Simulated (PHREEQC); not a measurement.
# Phosphoric acid bath with copper plating or etch bath

Solution A (0.078 mol/kgw KH2PO4, 0.0084 mol/kgw HCl and 0.12 mol/kgw ZnSO4) is mixed with solution B (0.0021 mol/kgw Cu(NO3)2, 0.0098 mol/kgw H2SO4 and 8.4e-05 mol/kgw FeCl3) at 15 °C; shares are by mass of water, 1 kg in all. O2 is buffered at 0.21 atm. The system is closed to CO2. The run lets Fe(OH)3(a), Strengite, Cu(OH)2, Brochantite, Antlerite, Atacamite, Cu2(OH)3NO3, Cu3(PO4)2:3H2O, Zn(OH)2-e, Zn4(OH)6SO4, Zn5(OH)8Cl2, Zn3(PO4)2:4w, Jarosite-K, Chalcanthite, Goslarite precipitate or redissolve, and no other solid.

Equilibrium calculation in PHREEQC: ion-association model, wateq4f.dat.

```tsv
share of solution B	pH	Strengite (mol)	H2PO4- (mol/kgw)	FeSO4+ (mol/kgw)
0	3.02	0	0.0720	0
0.05	2.97	3.96e-6	0.0678	6.47e-10
0.15	2.88	1.23e-5	0.0594	1.06e-9
0.2	2.84	1.64e-5	0.0552	1.36e-9
0.3	2.75	2.46e-5	0.0469	2.27e-9
0.35	2.70	2.87e-5	0.0429	2.96e-9
0.45	2.61	3.67e-5	0.0348	5.20e-9
0.5	2.56	4.07e-5	0.0309	7.02e-9
0.55	2.51	4.46e-5	0.0270	9.65e-9
0.65	2.40	5.21e-5	0.0196	1.96e-8
0.7	2.34	5.56e-5	0.0160	2.92e-8
0.8	2.21	6.17e-5	0.00950	7.48e-8
0.85	2.13	6.41e-5	0.00657	1.34e-7
0.95	1.96	6.51e-5	0.00174	7.44e-7
1	1.86	0	0	6.76e-5
```

Strengite from share of solution B = 0.05 (pH 2.97), last present at share of solution B = 0.95.

H3PO4, which wateq4f.dat lacks, is added to it with the constant of phreeqc.dat. The database has no phosphate complexes of Cu, Zn.
